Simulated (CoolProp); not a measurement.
Vapour-liquid equilibrium of R13 (1) + n-butane (2) at 0.181 bar; x and y are mole fractions of (1).

The numbers come from the multi-fluid Helmholtz-energy mixture model, Platzer 1990 and Bücker 2006; pair parameters Bell 2016 in CoolProp. This equation is an older, rougher fit; its heat capacities, sound speeds and derivatives of the liquid may be far off and weren't checked against measurements.

Give the bubble temperature and the first vapour's composition at x = 0.05, 0.35, 0.95. Is there an azeotrope?

x = 0.05: -77.4 °C, y = 0.926; x = 0.35: -102.0 °C, y = 0.994; x = 0.95: -107.9 °C, y = 0.999. No azeotrope shows between x = 0.05 and 0.95.

The pair parameters rest on a limited set of measurements; away from them the model extrapolates. With so large a gap from Raoult's law the liquid may split in two, which this calculation doesn't test in full.
